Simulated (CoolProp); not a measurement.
Model: reference Helmholtz-energy equation of state, Gao 2022, in CoolProp.

### Question
Give the vapour pressure (kPa), liquid density (kg/m³), vapour density (kg/m³), enthalpy of vaporisation (kJ/kg) of saturated n-perfluoropentane at 63.75 °C.

### Answer
```json
[
 {"T (°C)": "63.75", "p (kPa)": "308", "liquid density (kg/m³)": "1470", "vapour density (kg/m³)": "36.2", "enthalpy of vaporisation (kJ/kg)": "79.2"}
]
```
